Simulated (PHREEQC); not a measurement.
Solution A (2.8 mmol/kgw CdSO4 and 0.039 mmol/kgw Na2SO4) is mixed with solution B (6 mmol/kgw AgNO3, 0.043 mmol/kgw KNO3 and 0.35 mmol/kgw Na2SO4) at 35 °C; shares are by mass of water, 1 kg in all. O2 is buffered at 0.21 atm. CO2 from the air is kept out. Solids allowed: Cd(OH)2, Ag2O, Ag2SO4, Mirabilite. Others were left out.

Computed with PHREEQC (ion-association model, wateq4f.dat).

```csv
share of solution B,pH,Cd+2 (mol/kgw),SO4-2 (mol/kgw),CdSO4 (mol/kgw)
0,6.32,0.00214,0.00216,0.000646
0.05,6.33,0.00205,0.00208,0.000597
0.1,6.33,0.00196,0.00200,0.000549
0.15,6.34,0.00187,0.00192,0.000502
0.2,6.35,0.00177,0.00183,0.000457
0.25,6.36,0.00168,0.00175,0.000413
0.3,6.37,0.00158,0.00166,0.000371
0.35,6.38,0.00148,0.00158,0.000330
0.4,6.39,0.00138,0.00149,0.000291
0.45,6.40,0.00128,0.00140,0.000254
0.5,6.42,0.00117,0.00131,0.000219
0.55,6.43,0.00107,0.00122,0.000186
0.6,6.45,0.000958,0.00113,0.000155
0.65,6.47,0.000848,0.00103,0.000126
0.7,6.49,0.000735,0.000937,9.96e-5
0.75,6.52,0.000620,0.000839,7.56e-5
0.8,6.55,0.000502,0.000740,5.42e-5
0.85,6.59,0.000381,0.000638,3.57e-5
0.9,6.64,0.000258,0.000535,2.04e-5
0.95,6.70,0.000131,0.000429,8.33e-6
1,6.80,0,0.000321,0
```

Species that the database lacks are ignored.
